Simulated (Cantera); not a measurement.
A closed system holds: 1 mol PbO, 0.22 mol H2O, 0.31 mol O2, equilibrated at 1675 K and 24.0 Torr.

Equilibrium computed with Cantera from the NASA thermochemical tables; the gas is ideal and each condensed phase is pure. Candidate condensed phases: H2O, Pb, PbO, PbO2, Pb3O4; 12 gas species. Gases not in the tables: (PbO)n polymers. The numbers say what is thermodynamically allowed, not how fast it happens.

### Question
What is the equilibrium state?

### Answer
* **x(PbO)**: 0.537
* **x(O2)**: 0.237
* **x(H2O)**: 0.137
* **x(Pb)**: 0.0881
* **x(OH)**: 0.000874
* **x(O)**: 9.31e-5
* **x(H2)**: 2.42e-5
* **x(H)**: 3.19e-6
* **x(Pb2)**: 2.52e-6
* **gas amount**: 1.601 mol
* **log10 activity of Pb(l) (absent)**: -1.59
